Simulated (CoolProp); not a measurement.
A single-stage vapour-compression cycle with the fluid: evaporating at 201.15 K (dew point), condensing at 257.15 K (bubble point), superheat 8 K, subcooling 2 K, compressor efficiency 0.75, no pressure losses. The same conditions are run with several fluids, on thermodynamics alone (safety and materials aside).

Values from CoolProp's reference Helmholtz-energy equation of state of each fluid (CH3F (R41): Lemmon 2006; fluoroethane (R161): Wu 2012; ethylene: Smukala 2000; R115: Lemmon 2016; propane: Lemmon 2009; CH2F2 (R32): Tillner-Roth 1997).

```csv
fluid,cooling COP,pressure ratio,discharge temperature (K),refrigerating effect (kJ/kg),volumetric capacity (kJ/m³)
CH3F (R41),1.99,9.07,382.0,370,1080
fluoroethane (R161),2.16,16.4,352.8,362,153
ethylene,1.80,5.86,334.8,288,2430
R115,2.08,14.6,282.1,91.5,145
propane,2.18,13.0,316.9,344,191
CH2F2 (R32),2.05,14.8,399.3,322,312
```
